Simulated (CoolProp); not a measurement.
Fluorine at 106.86 K and 0.129 MPa is compressed adiabatically to 0.623 MPa with isentropic efficiency 0.7. Each further row changes one setting.

Computed with CoolProp (reference Helmholtz-energy equation of state, de Reuck 1990).

```tsv
case	work (kJ/kg)	final temperature (K)	final density (kg/m³)
as stated	64.9	192.0	15.1
efficiency 1	45.5	167.8	17.4
efficiency 0.65	69.9	198.2	14.6
```
